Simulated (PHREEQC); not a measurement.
# Nickel, zinc or cadmium bath: an equilibrium model

Dissolve 4 mmol/kgw Ni(NO3)2, 0.18 mmol/kgw Na2SO4 and 0.11 mmol/kgw H2SO4 at 25 °C. Closed to the air; pH follows from the charge balance.

Equilibrium calculation in PHREEQC: ion-association model, wateq4f.dat.

No solid was allowed to form.

Question: Estimate the pH.

Answer: pH 3.71.

Question: In which forms is Ni present?

Answer: Ni+2 98 %, NiSO4 1.7 % of the Ni.
